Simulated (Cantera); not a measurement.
# Equilibrium for chlorosilane synthesis and conversion: Si + HCl + H₂

Feed: 1 mol Si, 1.8 mol HCl, a varied amount of H₂, at 1050 °C and 12800 Torr.

Cantera equilibrium calculation (NASA polynomials, part measured and part estimated; ideal gas, pure solids and liquids). Candidate condensed phases: Si; 19 gas species. The tables' values for SiCl₃ are old estimates; treat these amounts as uncertain. Gases not in the tables: Si₂H₆ and higher silanes. Rates play no part.

```json
[
 {"n(H₂) (mol)": "0.25", "x H₂": "0.636", "x SiCl₄": "0.161", "x SiHCl₃": "0.124", "x HCl": "0.0419", "x SiCl₃": "0.0149", "x SiH₂Cl₂": "0.0137", "n Si(s)": "0.495"},
 {"n(H₂) (mol)": "0.37", "x H₂": "0.658", "x SiCl₄": "0.147", "x SiHCl₃": "0.118", "x HCl": "0.0417", "x SiCl₃": "0.0139", "x SiH₂Cl₂": "0.0135", "n Si(s)": "0.494"},
 {"n(H₂) (mol)": "0.56", "x H₂": "0.689", "x SiCl₄": "0.128", "x SiHCl₃": "0.109", "x HCl": "0.0412", "x SiCl₃": "0.0126", "x SiH₂Cl₂": "0.0132", "n Si(s)": "0.493"},
 {"n(H₂) (mol)": "0.84", "x H₂": "0.724", "x SiCl₄": "0.107", "x SiHCl₃": "0.0977", "x HCl": "0.0404", "x SiCl₃": "0.0110", "x SiH₂Cl₂": "0.0127", "n Si(s)": "0.492"},
 {"n(H₂) (mol)": "1.3", "x H₂": "0.767", "x SiCl₄": "0.0839", "x SiHCl₃": "0.0835", "x HCl": "0.0391", "x SiCl₃": "0.00915", "x SiH₂Cl₂": "0.0119", "n Si(s)": "0.491"},
 {"n(H₂) (mol)": "1.9", "x H₂": "0.804", "x SiCl₄": "0.0643", "x SiHCl₃": "0.0701", "x HCl": "0.0375", "x SiCl₃": "0.00749", "x SiH₂Cl₂": "0.0109", "n Si(s)": "0.491"},
 {"n(H₂) (mol)": "2.9", "x H₂": "0.845", "x SiCl₄": "0.0452", "x SiHCl₃": "0.0551", "x HCl": "0.0352", "x SiCl₃": "0.00575", "x SiH₂Cl₂": "0.00963", "n Si(s)": "0.493"},
 {"n(H₂) (mol)": "4.4", "x H₂": "0.880", "x SiCl₄": "0.0302", "x SiHCl₃": "0.0416", "x HCl": "0.0324", "x SiCl₃": "0.00425", "x SiH₂Cl₂": "0.00820", "n Si(s)": "0.496"},
 {"n(H₂) (mol)": "6.6", "x H₂": "0.908", "x SiCl₄": "0.0195", "x SiHCl₃": "0.0304", "x HCl": "0.0295", "x SiCl₃": "0.00306", "x SiH₂Cl₂": "0.00679", "n Si(s)": "0.502"},
 {"n(H₂) (mol)": "9.9", "x H₂": "0.930", "x SiCl₄": "0.0120", "x SiHCl₃": "0.0213", "x HCl": "0.0265", "x SiCl₃": "0.00212", "x SiH₂Cl₂": "0.00545", "n Si(s)": "0.513"}
]
```
x: gas mole fraction; n: condensed amount in mol.

From 0.25 mol H₂ to 9.9 mol H₂ the condensed part is Si(s). The main Si-bearing gas is SiCl₄ at 0.25 mol H₂ and SiHCl₃ at 9.9 mol H₂.
